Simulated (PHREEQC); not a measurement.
PHREEQC input (Pitzer model, pitzer.dat):

```
SOLUTION 1
  temp 30
  units mol/kgw
  pH 7 charge
  S(6) 0.036
  K 0.134
  Cl 0.062
END
USE solution 1
INCREMENTAL_REACTIONS false
REACTION 1
  H2O -1
  0 9.886 18.011 24.689 30.178 34.689 38.397 41.444
  43.949 46.007 47.699 49.089 50.232 51.172 51.944 52.578
  53.1 53.528 53.88 54.17 54.408 54.603 54.764 54.896
  55.005 55.094 55.168 55.228 moles
EQUILIBRIUM_PHASES 1
  Arcanite 0 0
  Misenite 0 0
  Sylvite 0 0
SELECTED_OUTPUT 1
  -reset false
  -pH true
  -pe true
  -ionic_strength true
  -water true
  -activities H2O
  -totals Cl K S
  -molalities H+ K+ Cl- SO4-2 OH- HSO4-
  -equilibrium_phases Arcanite Misenite Sylvite
PRINT
  -reset false
END
```

Selected output (columns that matter, 14 of 28 rows; water left (kg) added in front):

```
water left (kg)	pH	mu	Cl	K	S	m_H+	m_K+	m_Cl-	m_SO4-2	m_OH-	la_H2O	Arcanite	Sylvite
1	7.0845	0.17	0.062	0.134	0.036	1.1812e-07	0.134	0.062	0.036	2.3753e-07	-0.0015688	0	0
0.675514	7.1119	0.25166	0.091782	0.19837	0.053293	1.1669e-07	0.19837	0.091782	0.053293	2.6038e-07	-0.0022836	0	0
0.456313	7.1406	0.37255	0.13587	0.29366	0.078893	1.1506e-07	0.29366	0.13587	0.078893	2.8541e-07	-0.0033235	0	0
0.30824	7.1705	0.55152	0.20114	0.43473	0.11679	1.1283e-07	0.43473	0.20114	0.11679	3.1198e-07	-0.0048376	0	0
0.208215	7.2018	0.81646	0.29777	0.64357	0.1729	1.0919e-07	0.64357	0.29777	0.1729	3.3913e-07	-0.0070467	0	0
0.140655	7.2352	1.2086	0.4408	0.95269	0.25595	1.0265e-07	0.95269	0.4408	0.25595	3.6565e-07	-0.010285	0	0
0.0950203	7.2729	1.7891	0.65249	1.4102	0.37887	9.0782e-08	1.4102	0.65249	0.37887	3.9065e-07	-0.015086	0	0
0.0527548	7.2291	2.2316	1.1752	1.8795	0.35211	8.1574e-08	1.8795	1.1752	0.35211	3.4146e-07	-0.02212	0.017425	0
0.0356396	7.1583	2.5437	1.7396	2.2757	0.26803	7.866e-08	2.2757	1.7396	0.26803	2.8028e-07	-0.029124	0.026448	0
0.0240733	7.0767	3.142	2.5755	2.9532	0.18886	7.3965e-08	2.9532	2.5755	0.18886	2.1746e-07	-0.040718	0.031454	0
0.0162724	6.9928	4.1716	3.8101	4.0511	0.12049	6.576e-08	4.0511	3.8101	0.12049	1.5879e-07	-0.059801	0.034039	0
0.0109937	6.94	5.1857	4.938	5.1031	0.082558	5.798e-08	5.1031	4.938	0.082558	1.2383e-07	-0.078887	0.035092	0.007713
0.0074265	6.94	5.1857	4.938	5.1031	0.082558	5.798e-08	5.1031	4.938	0.082558	1.2383e-07	-0.078887	0.035387	0.025328
0.00501236	6.94	5.1857	4.938	5.1031	0.082558	5.798e-08	5.1031	4.938	0.082558	1.2383e-07	-0.078887	0.035586	0.037249
```

Species that the database lacks are ignored.
